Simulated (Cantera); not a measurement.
A closed system holds: 1 mol MgO, 1.7 mol H₂, held at 0.730 bar.

Equilibrium computed with Cantera from the NASA thermochemical tables; the gas is ideal and each condensed phase is pure. Candidate condensed phases: H₂O, Mg, MgO, Mg(OH)₂; 30 gas species. Ions and electrons are included (thermal ionisation). Kinetics and transport are ignored.

Which condensed phases are stable at each of these points (T (K)): 3000, 3500, 4000, 4500, 5000?


| T (K) | condensed phases | Mg condensed (%) |
|---|---|---|
| 3000 | MgO(s) | 10.2 |
| 3500 | gas only | 0.0 |
| 4000 | gas only | 0.0 |
| 4500 | gas only | 0.0 |
| 5000 | gas only | 0.0 |

At 3000 K the condensed part is MgO(s). From 3500 K to 5000 K nothing is condensed.
